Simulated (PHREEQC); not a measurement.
Make-up at 45 °C: 0.019 mol/kgw HCl and 0.56 mol/kgw MnSO4. It is in equilibrium with CO2 at log p = 0 (atm). Otherwise closed; pH follows from the charge balance.

The numbers come from PHREEQC with the ion-association model, phreeqc.dat.

No solid was allowed to form.

Task: Order these S species by the share of S that they hold, largest first: HSO4-, MnSO4, SO4-2.

Result: MnSO4 (57 %), SO4-2 (40 %), HSO4- (2.8 %)

The pH is 2.63 and the ionic strength 0.934 mol/kgw. Caution: at this ionic strength the ion-association model is outside its range; a Pitzer model would be the better tool where its parameters exist. At this temperature some constants are extrapolated from 25 °C, and those without enthalpy data are left unchanged.
